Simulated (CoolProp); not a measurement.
R123 along the isobar 2.74 MPa: fugacity coefficient from the reference equation and from simpler models built on Tc = 456.8 K, pc = 3.662 MPa, ω = 0.282; each cubic takes its own stable root.

Computed with CoolProp (reference Helmholtz-energy equation of state, Younglove 1994). It is a modified Benedict-Webb-Rubin equation, recast in Helmholtz form.

```csv
T (K),phase,reference,Soave-Redlich-Kwong,Peng-Robinson
270.2,liquid,0.01152,0.01163,0.01176
287.9,liquid,0.02442,0.02471,0.02465
305.5,liquid,0.04623,0.04697,0.04638
323.2,liquid,0.08027,0.08193,0.08031
340.9,liquid,0.1293,0.1325,0.1292
358.6,liquid,0.1954,0.2010,0.1953
376.2,liquid,0.2793,0.2879,0.2792
393.9,liquid,0.3818,0.3936,0.3812
411.6,liquid,0.5008,0.5148,0.4985
429.3,liquid,0.6324,0.6458,0.6258
447,gas,0.7273,0.7327,0.7126
464.6,gas,0.7644,0.7678,0.7476
482.3,gas,0.7947,0.7973,0.7771
500,gas,0.8202,0.8225,0.8024
```
